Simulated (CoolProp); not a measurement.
Computed with CoolProp (reference Helmholtz-energy equation of state, Thol 2019).

Q: Give the vapour pressure (MPa), liquid density (kg/m³), vapour density (kg/m³) of saturated tetradecamethylhexasiloxane (MD4M) at 381.9, 455.4 K.

A: 
```json
[
 {"T (K)": "381.9", "p (MPa)": "0.000506", "liquid density (kg/m³)": "805", "vapour density (kg/m³)": "0.0734"},
 {"T (K)": "455.4", "p (MPa)": "0.0123", "liquid density (kg/m³)": "729", "vapour density (kg/m³)": "1.54"}
]
```
